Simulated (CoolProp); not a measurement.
Vapour-liquid equilibrium of methanol (1) + dimethyl carbonate (2) at 0.0565 bar; x and y are mole fractions of (1).

Computed with CoolProp (multi-fluid Helmholtz-energy mixture model, de Reuck 1993 and Zhou 2011; pair parameters Bell 2016).

```csv
x,"bubble temperature, mixture model (°C)","bubble temperature, Raoult's law (°C)","y, mixture model","y, Raoult's law"
0.05,13.9,19.0,?,0.109
0.15,?,16.8,0.550,0.291
0.25,5.5,14.9,?,0.437
0.35,4.4,13.3,0.676,0.556
0.45,3.9,11.7,0.697,0.655
0.55,3.6,10.4,0.712,0.740
0.65,3.5,9.1,?,0.812
0.75,3.4,7.9,0.750,0.874
0.85,3.5,6.9,0.796,0.929
0.95,4.4,5.8,0.899,0.978
```

What belongs in the gaps?


- 0.05, y, mixture model: 0.314
- 0.15, bubble temperature, mixture model (°C): 8.0
- 0.25, y, mixture model: 0.636
- 0.65, y, mixture model: 0.727

The largest gap from Raoult's law is -9.4 K in bubble temperature, at x = 0.25. y crosses x between x = 0.65 and 0.75: the model has an azeotrope there.

The pair parameters rest on a limited set of measurements; away from them the model extrapolates.
